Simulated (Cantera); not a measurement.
Halide evaporation, hydrolysis and transport: NaCl + HF + H₂

A closed system holds: 1 mol NaCl, 0.97 mol HF, 1 mol H₂, equilibrated at 0.840 Pa.

Method: chemical equilibrium by Gibbs-energy minimisation in Cantera with the NASA 1993 tables (ideal gas, pure condensed phases). Candidate condensed phases: Na, NaCl, NaF; 23 gas species. The numbers say what is thermodynamically allowed, not how fast it happens.

From 1625 K to 2175 K nothing is condensed. The main Na-bearing gas is NaCl at 1625 K and Na at 2175 K.

| T (K) | x H | x HF | x H₂ | x NaCl | x Na | x Cl | x HCl |
|---|---|---|---|---|---|---|---|
| 1625 | 0.0130 | 0.307 | 0.284 | 0.250 | 0.0669 | 0.00254 | 0.0705 |
| 1675 | 0.0208 | 0.304 | 0.270 | 0.232 | 0.0808 | 0.00491 | 0.0816 |
| 1725 | 0.0323 | 0.299 | 0.254 | 0.213 | 0.0957 | 0.00905 | 0.0919 |
| 1775 | 0.0484 | 0.293 | 0.235 | 0.191 | 0.111 | 0.0159 | 0.100 |
| 1825 | 0.0702 | 0.285 | 0.214 | 0.167 | 0.127 | 0.0264 | 0.105 |
| 1875 | 0.0984 | 0.276 | 0.189 | 0.142 | 0.143 | 0.0416 | 0.106 |
| 1925 | 0.133 | 0.265 | 0.163 | 0.116 | 0.158 | 0.0616 | 0.100 |
| 1975 | 0.173 | 0.253 | 0.135 | 0.0898 | 0.171 | 0.0855 | 0.0890 |
| 2025 | 0.217 | 0.240 | 0.107 | 0.0660 | 0.181 | 0.111 | 0.0737 |
| 2075 | 0.261 | 0.227 | 0.0809 | 0.0460 | 0.189 | 0.135 | 0.0567 |
| 2125 | 0.302 | 0.216 | 0.0579 | 0.0306 | 0.193 | 0.156 | 0.0408 |
| 2175 | 0.335 | 0.207 | 0.0395 | 0.0197 | 0.195 | 0.171 | 0.0277 |
x: gas mole fraction; nothing condenses.
